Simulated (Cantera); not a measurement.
## Equilibrium for fluorocarbon and chlorocarbon gases: c-C₄F₈ + H₂

Feed: 1 mol c-C₄F₈, 0.26 mol H₂, held at 1.00 bar.

These are equilibrium values from Cantera (NASA tables, ideal gas, pure condensed phases), not measurements of a reactor. Candidate condensed phases: C, C₆H₆, C₇H₈, C₈H₁₈; 95 gas species. The feed counts by its element totals alone. The tables' values for C₂F₄ are old estimates; treat these amounts as uncertain. Gases not in the tables: C₂F₆ and larger saturated fluorocarbons. The numbers say what is thermodynamically allowed, not how fast it happens.

| T (K) | x CF₄ | x CF₂ | x HF | x F | x CF₃ | n C(graphite) |
|---|---|---|---|---|---|---|
| 1275 | 0.782 | 7.17e-7 | 0.218 | 2.11e-8 | 1.05e-6 | 2.13 |
| 1475 | 0.782 | 2.59e-5 | 0.218 | 1.21e-6 | 1.92e-5 | 2.13 |
| 1675 | 0.782 | 0.000390 | 0.218 | 2.63e-5 | 0.000174 | 2.13 |
| 1875 | 0.778 | 0.00325 | 0.217 | 0.000298 | 0.000976 | 2.13 |
| 2075 | 0.761 | 0.0177 | 0.215 | 0.00210 | 0.00386 | 2.11 |
| 2275 | 0.702 | 0.0686 | 0.208 | 0.0104 | 0.0114 | 2.04 |
| 2475 | 0.553 | 0.195 | 0.189 | 0.0379 | 0.0246 | 1.87 |
| 2675 | 0.310 | 0.389 | 0.155 | 0.104 | 0.0358 | 1.52 |
x: gas mole fraction; n: condensed amount in mol.

From 1275 K to 2675 K the condensed part is C(graphite). The main C-bearing gas is CF₄ at 1275 K and CF₂ at 2675 K.
